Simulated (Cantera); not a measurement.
A closed system holds: 1 mol SiCl₄, 2.6 mol HCl, 0.99 mol H₂, at 1298.15 K and 13300 Pa.

Cantera equilibrium calculation (NASA polynomials, part measured and part estimated; ideal gas, pure solids and liquids). Candidate condensed phases: Si; 19 gas species. The tables' values for SiCl₃ are old estimates; treat these amounts as uncertain. Kinetics and transport are ignored.

Base state: HCl 0.576, H₂ 0.207, SiCl₄ 0.206, SiCl₃ 0.00660, SiHCl₃ 0.00333, SiCl₂ 0.00126 (mole fractions); condensed: gas only.

Q: What changes in the equilibrium state with this change: pressure from 13300 Pa to 810000 Pa?

A: 
```tsv
species	before	after
HCl	0.576	0.571
SiCl₄	0.206	0.213
H₂	0.207	0.212
SiCl₃	0.00660	0.000897
SiCl₂	0.00126	2.25e-5
SiHCl₃	0.00333	0.00357
```
